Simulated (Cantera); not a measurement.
An adiabatic, constant-volume homogeneous reactor starts with CH4 : H2 : O2 : N2 = 1 : 0.27 : 3.88 : 24.5 (molar parts), equivalence ratio 0.55, at 1300 K and 5.00 bar.

Model: GRI-Mech 3.0 (53 species, 325 reactions), integrated in Cantera.

Problem. Predict: time of steepest temperature rise; temperature at 0.200 s; equilibrium temperature; x(H2) at 0.200 s; x(O2) at 0.200 s; x(NO) at 0.200 s.

Solution. 
- time of steepest temperature rise = 0.674 ms
- temperature at 0.200 s = 2265 K
- equilibrium temperature = 2265 K
- x(H2) at 0.200 s = 0.000186 (gas-phase equilibrium 0.000186)
- x(O2) at 0.200 s = 0.0548 (gas-phase equilibrium 0.0548)
- x(NO) at 0.200 s = 0.00762 (gas-phase equilibrium 0.00764)
